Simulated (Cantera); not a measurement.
Feed: 1 mol Fe, 1 mol CO, 19 mol N2, held at 1300 K and 0.000280 bar.

Method: chemical equilibrium by Gibbs-energy minimisation in Cantera with the NASA 1993 tables (ideal gas, pure condensed phases). Candidate condensed phases: C, Fe, Fe(CO)5, FeO, Fe2O3, Fe3O4; 27 gas species. Rates play no part.

Base state: N2 0.950, CO 0.0500 (mole fractions); condensed: Fe(γ).

**Question.** What changes in the equilibrium state with this change: temperature from 1300 K to 1725 K?

**Answer.** 
| species | before | after |
|---|---|---|
| N2 | 0.950 | 0.918 |
| CO | 0.0500 | 0.0483 |
| Fe | 3.90e-6 | 0.0336 |
| Fe(γ), mol | 1.000 | 0 |
| Fe(δ), mol | 0 | 0.304 |
